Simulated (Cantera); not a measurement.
An isothermal, constant-pressure homogeneous reactor starts with C₂H₆ : N₂ = 1 : 2.8 (molar parts), at 1925 K and 1.00 bar. Integrator tolerance rtol = 1e-08.

Model: GRI-Mech 3.0 (53 species, 325 reactions), integrated in Cantera. GRI-Mech 3.0 stops at C3 and has no aromatics, soot or wall deposition, so with more carbon than oxygen in the feed, carbon stays in small species such as C2H2 where larger ones or solid carbon would form.

Problem. What does this change do: pressure from 1.00 bar to 4.95 Torr?

Solution. 
```json
[
 {"quantity": "x(C₂H₆) at 100 s", "before": "1.43e-7 (gas-phase equilibrium 8.79e-8)", "after": "3.24e-12 (gas-phase equilibrium 3.79e-12)"},
 {"quantity": "x(CH₄) at 100 s", "before": "0.00199 (gas-phase equilibrium 0.00156)", "after": "8.33e-6 (gas-phase equilibrium 1.02e-5)"},
 {"quantity": "x(CH₂) at 100 s", "before": "1.32e-7 (gas-phase equilibrium 1.04e-7)", "after": "8.45e-8 (gas-phase equilibrium 1.04e-7)"},
 {"quantity": "x(HCN) at 100 s", "before": "0.00558 (gas-phase equilibrium 0.137)", "after": "0.000399 (gas-phase equilibrium 0.137)"},
 {"quantity": "x(CH₃) at 100 s", "before": "6.52e-5 (gas-phase equilibrium 5.11e-5)", "after": "3.37e-6 (gas-phase equilibrium 4.13e-6)"},
 {"quantity": "x(C₂H) at 100 s", "before": "3.97e-6 (gas-phase equilibrium 2.43e-6)", "after": "5.00e-5 (gas-phase equilibrium 3.01e-5)"},
 {"quantity": "x(C₂H₄) at 100 s", "before": "0.000596 (gas-phase equilibrium 0.000366)", "after": "3.99e-6 (gas-phase equilibrium 2.41e-6)"}
]
```
Radical loss at walls, strong at low pressure, is not modelled.
